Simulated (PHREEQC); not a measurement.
Consider water at 20 °C with 0.007 mol/kgw BaCl2, 4.9e-05 mol/kgw NaHCO3 and 0.28 mol/kgw NaCl. Closed to the air; pH follows from the charge balance.

All values are PHREEQC results (ion-association model, phreeqc.dat), not measurements.

Precipitation was switched off in this run.

Estimate the pH.

pH 7.77.

In which forms is C present?

HCO3- 88 %, NaHCO3 7.0 %, CO2 2.5 %, BaHCO3+ 1.2 %, NaCO3- 0.6 %, CO3-2 0.6 % of the C.

Species that the database lacks are ignored.
